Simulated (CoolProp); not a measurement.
Vapour-liquid equilibrium of diethyl ether (1) + ethanol (2) at 1.06 MPa; x and y are mole fractions of (1).

Computed with CoolProp (multi-fluid Helmholtz-energy mixture model, Thol 2014 and Schroeder 2014; pair parameters Bell 2016).

Q: Give the bubble temperature and the first vapour's composition at x = 0.05, 0.25, 0.35. Is there an azeotrope?

A: x = 0.05: 422.7 K, y = 0.115; x = 0.25: 411.6 K, y = 0.438; x = 0.35: 407.7 K, y = 0.540. No azeotrope shows between x = 0.05 and 0.95.

The pair parameters rest on a limited set of measurements; away from them the model extrapolates.
